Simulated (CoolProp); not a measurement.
Vapour-liquid equilibrium of toluene (1) + n-nonane (2) at 143.55 °C; x and y are mole fractions of (1).

Model: multi-fluid Helmholtz-energy mixture model, Lemmon 2006 and Lemmon 2006; pair parameters Bell 2016, in CoolProp.

```csv
x,bubble pressure (MPa),y at the bubble point,dew pressure at overall composition x (MPa),liquid density (mol/L)
0.05,0.09342,0.146,0.08656,4.901
0.2,0.1223,0.439,0.09770,5.231
0.35,0.1484,0.612,0.1119,5.605
0.5,0.1717,0.731,0.1305,6.034
0.65,0.1927,0.821,0.1553,6.533
0.8,0.2122,0.899,0.1876,7.118
0.95,0.2311,0.974,0.2250,7.814
```

No azeotrope shows between x = 0.05 and 0.95.

The pair parameters rest on a limited set of measurements; away from them the model extrapolates.
